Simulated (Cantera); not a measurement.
Input (Python, Cantera) and output of one run.

```python
import numpy as np
import cantera as ct

gas_names = """
    CL CL2 H HCL H2 Si SiCL SiCL2 SiCL3 SiCL4 SiH SiHCL3 SiH2 SiH2CL2 SiH3 SiH3CL SiH4 Si2 Si3
""".split()
cond_names = """
    Si(cr) Si(L)
""".split()


# ... load() reads the species with a 1 bar reference pressure and builds the phases ...
atoms = {
    'Si': {'Si': 1},
    'HCl': {'H': 1, 'CL': 1},
    'H2': {'H': 2},
}
top_T = {}  # K; cautious upper limits of use, not melting points


# ... equilibrate(T, P, feed) seeds the gas with the atoms and calls Mixture.equilibrate('TP', solver="vcs", rtol=1e-11, max_steps=5000) ...
results = []
feed = {'Si': 1, 'HCl': 5.2, 'H2': 3}  # mol
T = 1398  # K
P = 101325  # Pa
mix = equilibrate(T, P, feed)
results.append((T, P, feed, dict(zip(mix.species_names, mix.species_moles))))
print(gas.report(threshold=1e-05))
for i in range(1, mix.n_phases):
    print(f"{mix.phase(i).name:16s} {mix.phase_moles(i):12.5e} mol")
```

Result:

```
       temperature   1398 K
          pressure   1.0133e+05 Pa
           density   0.26583 kg/m^3
  mean mol. weight   30.495 kg/kmol
   phase of matter   gas

                          1 kg             1 kmol
                     ---------------   ---------------
          enthalpy       -1.7933e+06       -5.4689e+07  J
   internal energy       -2.1745e+06       -6.6313e+07  J
           entropy              7786        2.3744e+05  J/K
    Gibbs function       -1.2678e+07       -3.8663e+08  J
 heat capacity c_p            1362.5             41550  J/K
 heat capacity c_v            1089.8             33235  J/K

                      mass frac. Y      mole frac. X     chem. pot. / RT
                     ---------------   ---------------   ---------------
               HCL           0.26354           0.22044           -34.634
                H2          0.042523           0.64324           -18.828
             SiCL2          0.035428          0.010915           -57.869
             SiCL3            0.0672          0.015244            -83.09
             SiCL4           0.50664          0.090946           -108.31
            SiHCL3          0.082748          0.018631           -92.504
           SiH2CL2         0.0018992        0.00057342           -76.697
     [  +12 minor]        1.2513e-05        9.9602e-06

Si(cr)            0.00000e+00 mol
```

Cantera equilibrium calculation (NASA polynomials, part measured and part estimated; ideal gas, pure solids and liquids). The tables' values for SiCl3 are old estimates; treat these amounts as uncertain.
